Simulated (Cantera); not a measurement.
A closed system holds: 1 mol SiHCl₃, 1.9 mol NH₃, equilibrated at 1350 °C and 450 Pa.

Cantera equilibrium calculation (NASA polynomials, part measured and part estimated; ideal gas, pure solids and liquids). Candidate condensed phases: NH₄Cl, Si, Si₃N₄; 28 gas species. The tables' values for SiCl₃, SiCl are old estimates; treat these amounts as uncertain. Rates play no part.

Base state: H₂ 0.490, HCl 0.179, SiCl₂ 0.165, N₂ 0.161, SiCl₃ 0.00339, H 0.000723, Cl 0.000208, SiCl₄ 0.000163 (mole fractions); condensed: Si₃N₄(s).

Question: What changes in the equilibrium state with this change: temperature from 1350 °C to 850 °C?

Answer: 
| species | before | after |
|---|---|---|
| HCl | 0.179 | 0.445 |
| H₂ | 0.490 | 0.437 |
| N₂ | 0.161 | 0.0806 |
| SiCl₂ | 0.165 | 0.000320 |
| SiCl₄ | 0.000163 | 0.0353 |
| SiCl | 0.000119 | <1e-9 |
| Si | 2.51e-5 | <1e-9 |
| H | 0.000723 | 4.21e-7 |
| Cl | 0.000208 | 3.81e-7 |
| SiHCl₃ | 6.91e-5 | 0.000596 |
| Si₃N₄(s), mol | 0.00929 | 0.270 |
The tables' values for SiCl₃ are old estimates; treat these amounts as uncertain.
